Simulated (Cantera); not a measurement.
A Cantera script and its output.

```python
import numpy as np
import cantera as ct

gas = ct.Solution("gri30.yaml")
gas.TPX = 1750, 31000, {'CH4': 1, 'C2H6': 0.043, 'C3H8': 1.1, 'O2': 15.6, 'N2': 58.7, 'H2O': 8.9}
reactor = ct.IdealGasConstPressureReactor(gas, energy="on", clone=False)
net = ct.ReactorNet([reactor])
net.rtol, net.atol = 1e-08, 1e-16
show = ['CH4', 'C2H6', 'C3H8', 'H2O', 'C2H4']
times = np.geomspace(1e-06, 2, 11)

steps = ct.SolutionArray(gas, extra=["t"])
rows = []
print(f"{'t/s':>10s}{'T/K':>9s}{'P/Pa':>11s}" + "".join(f"{s:>11s}" for s in show))
for t in times:
    while net.time < t:
        t_next = net.step()
        steps.append(gas.state, t=t_next)
    rows.append([np.interp(t, steps.t, y) for y in (steps.T, steps.P, *steps(*show).X.T)])
    print(f"{t:10.3e}{rows[-1][0]:9.1f}{rows[-1][1]:11.4g}" + "".join(f"{x:11.3e}" for x in rows[-1][2:]))
rate = np.gradient(steps.T, steps.t)
print("integrator steps:", len(steps.t))
if steps.T.max() > steps.T[0] + 200:
    print(f"time of steepest temperature rise: {steps.t[rate.argmax()]:.4e} s")
gas.TPX = 1750, 31000, {'CH4': 1, 'C2H6': 0.043, 'C3H8': 1.1, 'O2': 15.6, 'N2': 58.7, 'H2O': 8.9}
gas.equilibrate("HP")
print(f"equilibrium (HP): T = {gas.T:.1f} K  " + "  ".join(f"{s} {gas[s].X[0]:.3e}" for s in show))
```

Result:

```
       t/s      T/K       P/Pa        CH4       C2H6       C3H8        H2O       C2H4
 1.000e-06   1746.9    3.1e+04  1.171e-02  4.976e-04  1.256e-02  1.042e-01  1.019e-04
 4.267e-06   1736.2    3.1e+04  1.160e-02  4.697e-04  1.115e-02  1.042e-01  1.267e-03
 1.821e-05   1730.5    3.1e+04  1.047e-02  5.048e-04  4.598e-03  1.072e-01  7.094e-03
 7.768e-05   2115.2    3.1e+04  2.436e-11  5.334e-21  3.326e-31  1.468e-01  4.642e-16
 3.314e-04   2222.0    3.1e+04  1.751e-18  1.390e-34  7.554e-51  1.474e-01  6.635e-28
 1.414e-03   2391.7    3.1e+04  1.132e-18  1.902e-35  4.871e-52  1.584e-01  1.743e-28
 6.034e-03   2442.4    3.1e+04  1.112e-18  9.713e-36  2.347e-52  1.620e-01  1.010e-28
 2.575e-02   2437.7    3.1e+04  1.079e-18  9.212e-36  2.173e-52  1.623e-01  9.522e-29
 1.099e-01   2430.8    3.1e+04  1.032e-18  8.507e-36  1.935e-52  1.627e-01  8.709e-29
 4.687e-01   2430.1    3.1e+04  1.027e-18  8.435e-36  1.911e-52  1.628e-01  8.626e-29
 2.000e+00   2430.1    3.1e+04  1.027e-18  8.435e-36  1.911e-52  1.628e-01  8.626e-29
integrator steps: 1515
time of steepest temperature rise: 4.2418e-05 s
equilibrium (HP): T = 2430.1 K  CH4 1.488e-18  C2H6 1.580e-35  C3H8 3.763e-52  H2O 1.628e-01  C2H4 1.042e-28
```

Detailed kinetics in Cantera: GRI-Mech 3.0 (53 species, 325 reactions). GRI-Mech 3.0 was tuned for natural gas; its chemistry of propane as a main component is partial and can be far from experiment.
